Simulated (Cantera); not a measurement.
Cantera with NASA thermochemical tables; ideal gases at 1 bar, condensed phases pure. Values are per mole of reaction as written; species without (g) are pure solids or liquids, kept so even where they would boil at 1 bar.

Problem. Between 1125 and 1475 K, where is each reaction favourable under standard conditions?
- N₂(g) + 6 HBr(g) + 3 Ba ⇌ 2 NH₃(g) + 3 BaBr₂

Solution. 
- N₂(g) + 6 HBr(g) + 3 Ba ⇌ 2 NH₃(g) + 3 BaBr₂: ΔG° is -1329 kJ at 1125 K and -1109 kJ at 1475 K; it stays negative (K > 1). ΔH° is -2017 kJ and ΔS° -616 J/K at 1475 K.
